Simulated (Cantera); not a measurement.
Feed: 1 mol Si3H8, 0.0052 mol Cl2, 110 mol H2, 2.6 mol HCl, equilibrated at 2.40 Torr.

Equilibrium computed with Cantera from the NASA thermochemical tables; the gas is ideal and each condensed phase is pure. Candidate condensed phases: Si; 19 gas species. The feed counts by its element totals alone. Rates play no part.

Over these rows the condensed part is Si(s). Partial pressures as log10 of bar:

```csv
T (K),1000/T (1/K),log p SiCl4,log p H2,log p HCl
1123,0.8905,-6.70,-2.50,-4.19
1148,0.8711,-6.98,-2.50,-4.19
1173,0.8525,-7.24,-2.50,-4.19
1198,0.8347,-7.50,-2.50,-4.19
1223,0.8177,?,-2.50,-4.19
1248,0.8013,-7.99,-2.50,-4.19
```

Question: Fit log p(SiCl4) = a + b·(1000/T) to the five rows, give the apparent enthalpy, and predict the row at 1223 K.

Answer: Means: 1000/T = 0.8500, log p = -7.282. Sxy = 0.067863, Sxx = 0.0046975, so b = 14.45 and a = -7.282 − (14.45)×0.8500 = -19.56.
Apparent enthalpy: −19.145 × (14.45) = -277 kJ/mol. With the condensed phases at unit activity, Si(s) + 4 HCl(g) = SiCl4(g) + 2 H2(g) links this pressure to the main gases: over the six rows their terms move log p by +0.00 in all, so the slope is close to that reaction's ΔH°. The five rows lie within 0.01 of the line.
Prediction at 1223 K: -19.56 + (14.45)×0.8177 = -7.74. The computed value is -7.75, 0.01 from the line.
